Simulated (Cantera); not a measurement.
What does this Cantera script print?

```python
import numpy as np
import cantera as ct

gas = ct.Solution("gri30.yaml")
gas.TPX = 450, 500000, {'CH4': 1, 'O2': 1.25, 'N2': 4.7}
inlet = ct.Reservoir(gas, clone=True)
gas.equilibrate("HP")  # start burning
reactor = ct.IdealGasConstPressureReactor(gas, energy="on", clone=False)
exhaust = ct.Reservoir(gas, clone=True)
tau = [0.32, 0.11, 0.036, 0.012, 0.0041, 0.0014, 0.00046, 0.00016, 5.2e-05][0]
for a, b in ((inlet, reactor), (reactor, exhaust)):
    ct.MassFlowController(a, b, mdot=lambda t: reactor.mass / tau)
net = ct.ReactorNet([reactor])
show = ['CH4', 'O2', 'CO2', 'CO', 'CH2O', 'HO2', 'CH2CO']

rows = []
print(f"{'tau/s':>10s}{'T/K':>9s}" + "".join(f"{s:>11s}" for s in show))
for tau in [0.32, 0.11, 0.036, 0.012, 0.0041, 0.0014, 0.00046, 0.00016, 5.2e-05]:
    net.initial_time = 0.0
    net.advance(30 * tau)
    before = gas.X
    net.advance(40 * tau)
    drift = np.max(np.abs(gas.X - before) / (gas.X + 1e-9))
    rows.append([gas.T, *gas[show].X, drift])
    print(f"{tau:10.3e}{gas.T:9.1f}" + "".join(f"{x:11.3e}" for x in gas[show].X))
```

It prints:

```
     tau/s      T/K        CH4         O2        CO2         CO       CH2O        HO2      CH2CO
 3.200e-01   1946.0  1.337e-03  4.406e-05  3.564e-02  9.261e-02  1.077e-06  1.393e-08  1.042e-06
 1.100e-01   1952.6  2.476e-03  1.190e-04  3.638e-02  8.977e-02  2.403e-06  3.784e-08  3.235e-06
 3.600e-02   1960.8  4.070e-03  3.258e-04  3.749e-02  8.515e-02  5.381e-06  1.053e-07  9.100e-06
 1.200e-02   1966.8  5.957e-03  8.495e-04  3.854e-02  7.983e-02  1.176e-05  2.866e-07  2.239e-05
 4.100e-03   1964.5  8.107e-03  2.108e-03  3.882e-02  7.529e-02  2.530e-05  7.841e-07  5.066e-05
 1.400e-03   1941.5  1.094e-02  5.256e-03  3.719e-02  7.261e-02  5.638e-05  2.372e-06  1.138e-04
 4.600e-04   1817.3  1.924e-02  1.913e-02  2.866e-02  7.203e-02  1.996e-04  1.332e-05  3.721e-04
 1.600e-04    450.0  1.439e-01  1.799e-01 -7.162e-16 -1.815e-15 -3.863e-17 -1.351e-18 -1.559e-17
 5.200e-05    450.0  1.439e-01  1.799e-01  9.487e-20  2.403e-19  5.116e-21  1.848e-22  2.065e-21
```

Computed with Cantera and GRI-Mech 3.0 (53 species, 325 reactions).
